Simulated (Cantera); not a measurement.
# Diamond growth

A diamond (100) surface in a fixed gas of H2 with x(CH4) = 0.0031, x(H) = 0.016, x(CH3) = 9.6e-05, at 1250 K; coverages are run to steady state.

Computed with Cantera and the Harris–Goodwin 1993 mechanism for the reconstructed diamond (100) surface.

```csv
P (Pa),growth (µm/h),θ c6HH,θ c6H*,θ c6*H,θ c6**,θ c6HM
310,0.0411,0.407,0.0439,0.511,0.0380,3.91e-5
590,0.0959,0.407,0.0439,0.511,0.0380,7.30e-5
1100,0.232,0.407,0.0439,0.511,0.0380,0.000130
2000,0.570,0.407,0.0439,0.511,0.0380,0.000220
3800,1.53,0.407,0.0440,0.511,0.0380,0.000363
7100,3.95,0.407,0.0441,0.510,0.0380,0.000548
13000,9.35,0.406,0.0442,0.510,0.0381,0.000746
25000,22.1,0.406,0.0446,0.509,0.0382,0.000944
```
θ: site fractions in the mechanism's names (c6HH fully hydrogenated, c6H* and c6*H radical sites, c6** diradical, c6HM methylated).
